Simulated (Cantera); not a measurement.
Reactions in the system H-N-O-P

Standard-state values (1 bar) from the NASA 1993 polynomials, evaluated with Cantera. Values are per mole of reaction as written; species without (g) are pure solids or liquids, kept so even where they would boil at 1 bar.

10 NO2(g) + 4 PH3(g) → P4O10 + 10 NO(g) + 12 H(g)

```json
[
 {"T (K)": "300", "ΔH° (kJ)": "155.5", "ΔS° (J/K)": "471.5", "ΔG° (kJ)": "14.0", "log10 K": "-2.44"},
 {"T (K)": "425", "ΔH° (kJ)": "185.3", "ΔS° (J/K)": "554.6", "ΔG° (kJ)": "-50.4", "log10 K": "6.20"},
 {"T (K)": "475", "ΔH° (kJ)": "197.0", "ΔS° (J/K)": "580.7", "ΔG° (kJ)": "-78.8", "log10 K": "8.67"},
 {"T (K)": "525", "ΔH° (kJ)": "208.6", "ΔS° (J/K)": "604.0", "ΔG° (kJ)": "-108.4", "log10 K": "10.79"},
 {"T (K)": "575", "ΔH° (kJ)": "220.2", "ΔS° (J/K)": "625.0", "ΔG° (kJ)": "-139.2", "log10 K": "12.64"},
 {"T (K)": "625", "ΔH° (kJ)": "231.7", "ΔS° (J/K)": "644.2", "ΔG° (kJ)": "-170.9", "log10 K": "14.28"}
]
```
